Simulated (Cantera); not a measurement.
A closed system holds: 1 mol B₂O₃, 7.2 mol NH₃, 52 mol N₂, equilibrated at 5900 Pa.

These are equilibrium values from Cantera (NASA tables, ideal gas, pure condensed phases), not measurements of a reactor. Candidate condensed phases: B, BN, B₂O₃, B₃O₃H₃, H₂O; 39 gas species. Mutual solubility and eutectic melting of coexisting phases are not modelled. Kinetics and transport are ignored.

x: gas mole fraction; n: condensed amount in mol.

```
T (K)   x N₂   x H₂    x B₂O₃    x HBO₂  x HBO  n BN(s)  n B₂O₃(l)
-----  -----  -----  --------  --------  -----  -------  ---------
823    0.837  0.162    <1e-12   2.79e-8      …   0.0267      0.987
923    0.837  0.162  1.03e-12   4.54e-7      …   0.0262      0.987
1023   0.837  0.162  1.66e-10   4.13e-6      …   0.0254      0.987
1123   0.837  0.162   1.05e-8   2.47e-5      …   0.0248      0.987
1223   0.837  0.162   3.26e-7  0.000108      …   0.0256      0.984
1323   0.837  0.162   5.89e-6  0.000372      …   0.0300      0.972
1423   0.837  0.162   6.95e-5   0.00106      …   0.0419      0.935
1523   0.835  0.160  0.000584   0.00260      …   0.0641      0.822
1623   0.831  0.157   0.00372   0.00560      …   0.0838      0.432
1723   0.825  0.154   0.00794   0.00655      …        0          0
1823   0.824  0.153   0.00732   0.00699      …        0          0
```

### Question
Complete the blanks.

### Answer

- 823, x HBO: 1.80e-12
- 923, x HBO: 1.93e-10
- 1023, x HBO: 8.12e-9
- 1123, x HBO: 1.73e-7
- 1223, x HBO: 2.20e-6
- 1323, x HBO: 1.89e-5
- 1423, x HBO: 0.000118
- 1523, x HBO: 0.000577
- 1623, x HBO: 0.00229
- 1723, x HBO: 0.00537
- 1823, x HBO: 0.00589
